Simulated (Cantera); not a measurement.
A closed system holds: 1 mol C₂H₂, 2 mol NH₃, 6.9 mol N₂, equilibrated at 12.0 bar.

These are equilibrium values from Cantera (NASA tables, ideal gas, pure condensed phases), not measurements of a reactor. Candidate condensed phases: C, C₆H₆, C₇H₈, C₈H₁₈; 92 gas species. Kinetics and transport are ignored. All values below are at 1923 K.

Base state: N₂ 0.662, H₂ 0.332, HCN 0.00504, CH₄ 0.000695, HNC 0.000248, H 0.000157, C₂H₂ (acetylene) 0.000150, NH₃ 4.29e-5 (mole fractions); condensed: C(graphite).

**Question.** What changes in the equilibrium state with this change: C₂H₂ replaced by C₃H₈?

**Answer.** 
```csv
species,before,after
N₂,0.662,0.528
H₂,0.332,0.464
HCN,0.00504,0.00533
CH₄,0.000695,0.00136
C₂H₄,6.30e-6,1.23e-5
CH₃,6.56e-6,1.08e-5
"C(graphite), mol",1.92,2.89
```
